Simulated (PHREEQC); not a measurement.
Consider water at 25 °C with 32 mmol/kgw Na2S and 2.3 mmol/kgw H2SO4. Closed to the air; pH follows from the charge balance.

The numbers come from PHREEQC with the ion-association model, phreeqc.dat.

No solid was allowed to form.

Problem. Estimate the pH, specific conductance, ionic strength.

Solution. pH 12.17; specific conductance 8150 µS/cm; ionic strength 0.0739 mol/kgw.

With this much S-2 the pH rests on the database's HS-/S-2 constant; if that pK is higher, the solution is more alkaline. The database's pK near 12.9 for HS-/S-2 is now thought far too low, so its S-2 is overstated.
